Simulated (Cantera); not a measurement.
Feed: 1 mol B, 3.3 mol H₂O, 9.2 mol H₂, at 1223.15 K and 0.100 bar.

Cantera equilibrium calculation (NASA polynomials, part measured and part estimated; ideal gas, pure solids and liquids). Candidate condensed phases: B, B₂O₃, B₃O₃H₃, H₂O; 23 gas species. Gases not in the tables: H₃BO₃. The numbers say what is thermodynamically allowed, not how fast it happens.

Base state: H₂ 0.855, H₂O 0.143, HBO₂ 0.00137, (HBO₂)₃ 0.000183 (mole fractions); condensed: B₂O₃(l).

Task: What changes in the equilibrium state with this change: temperature from 1223.15 K to 2273 K?

Result: 
```csv
species,before,after
H₂,0.855,0.794
H₂O,0.143,0.110
HBO₂,0.00137,0.0587
H,8.82e-7,0.0237
BO,<1e-9,0.00184
OH,1.33e-9,0.000510
BO₂,<1e-9,0.000327
(HBO₂)₃,0.000183,<1e-9
B₂O₂,<1e-9,6.98e-5
"B₂O₃(l), mol",0.488,0
```
